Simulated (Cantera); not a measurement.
Charge: 1 mol C₂H₅OH, 0.46 mol NH₃, held at 14.0 mbar.

Cantera equilibrium calculation (NASA polynomials, part measured and part estimated; ideal gas, pure solids and liquids). Candidate condensed phases: C, C₆H₆, C₇H₈, C₈H₁₈, H₂O; 136 gas species. The numbers say what is thermodynamically allowed, not how fast it happens.

**Question.** At 1927 °C, list the 7 most abundant gas species with their mole fractions, and the condensed phases.

**Answer.** H₂ 0.710, CO 0.199, N₂ 0.0430, H 0.0401, HCN 0.00526, C₂H₂ (acetylene) 0.00182, HNC 0.000416. Condensed: C(graphite).
